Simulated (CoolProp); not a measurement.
A simple Rankine cycle with carbonyl sulfide: condensing at 310.15 K, boiler at 4.15 MPa, turbine inlet 369.1 K, turbine efficiency 0.75, pump efficiency 0.7, no recuperator. Each further row changes one setting.

The numbers come from the reference Helmholtz-energy equation of state, Lemmon 2006 in CoolProp. It is a short technical equation, of lower accuracy than the large ones.

| case | thermal efficiency (%) | net work (kJ/kg) | heat in (kJ/kg) | turbine exit temperature (K) | volume ratio over the turbine |
|---|---|---|---|---|---|
| as stated | 7.7 | 18.8 | 246 | 310.1 | 2.33 |
| turbine inlet 389.1 K | 8.2 | [?] | 270 | 327.8 | 2.27 |
| condensing temperature 302.15 K | [?] | 23.1 | 257 | 302.2 | 2.79 |
| boiler pressure 2.91 MPa | 5.3 | 14.1 | 267 | [?] | 1.63 |
| turbine efficiency 0.65 | 6.4 | 15.8 | 246 | 310.1 | 2.36 |

### Question
Some entries are withheld; supply them.

### Answer

- turbine inlet 389.1 K, net work (kJ/kg): 22.0
- condensing temperature 302.15 K, thermal efficiency (%): 9.0
- boiler pressure 2.91 MPa, turbine exit temperature (K): 334.1

The expansion ends wet for: as stated; condensing temperature 302.15 K; turbine efficiency 0.65.
